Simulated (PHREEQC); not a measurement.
**Ultrapure water in contact with air or piping: an equilibrium model**

Synthetic water in mg/L, 36 °C, pH 6.75, pe 12.5: Na 0.00625; K 0.0171; Ca 0.00638; Mg 0.00366; Cl 0.0192; S(6) as SO4 0.0119; Alkalinity as HCO3 0.0335; Zn 1.36e-05; Cd 0.00185.

Valence states are taken as typed.

All values are PHREEQC results (ion-association model, phreeqc.dat), not measurements.

The ionic strength is 1.98e-6 mol/kgw and the charge-balance error comes out as 0.8 %.

| species | molality | activity | log γ |
|---|---|---|---|
| O2 | 2.73e-6 | 2.73e-6 | 0.000 |
| HCO3- | 6.01e-7 | 6.00e-7 | -0.001 |
| Cl- | 5.42e-7 | 5.41e-7 | -0.001 |
| K+ | 4.37e-7 | 4.37e-7 | -0.001 |
| Na+ | 2.72e-7 | 2.71e-7 | -0.001 |
| CO2 | 2.16e-7 | 2.16e-7 | 0.000 |
| H+ | 1.78e-7 | 1.78e-7 | -0.001 |
| Ca+2 | 1.59e-7 | 1.58e-7 | -0.003 |
| Mg+2 | 1.51e-7 | 1.50e-7 | -0.003 |
| OH- | 1.26e-7 | 1.26e-7 | -0.001 |
| SO4-2 | 1.24e-7 | 1.23e-7 | -0.003 |
| Cd+2 | 1.64e-8 | 1.63e-8 | -0.003 |

This is a speciation only: nothing precipitates in the calculation. Species that the database lacks are ignored. Constants without temperature data keep their 25 °C values here.
